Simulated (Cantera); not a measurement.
Charge: 1 mol MgCl2, 2.2 mol H2, 13 mol N2, at 0.400 Pa.

Equilibrium computed with Cantera from the NASA thermochemical tables; the gas is ideal and each condensed phase is pure. Candidate condensed phases: Mg, MgCl2, NH4Cl; 18 gas species. Rates play no part. All values below are at 702 °C.

Base state: N2 0.802, H2 0.135, MgCl2 0.0614, HCl 0.000614, Mg 0.000306 (mole fractions); condensed: gas only.

What changes in the equilibrium state with this change: pressure from 0.400 Pa to 3.80 mbar?


| species | before | after |
|---|---|---|
| N2 | 0.802 | 0.833 |
| H2 | 0.135 | 0.141 |
| MgCl2 | 0.0614 | 0.0259 |
| Mg | 0.000306 | 2.36e-5 |
| HCl | 0.000614 | 4.76e-5 |
| MgCl2(s), mol | 0 | 0.595 |
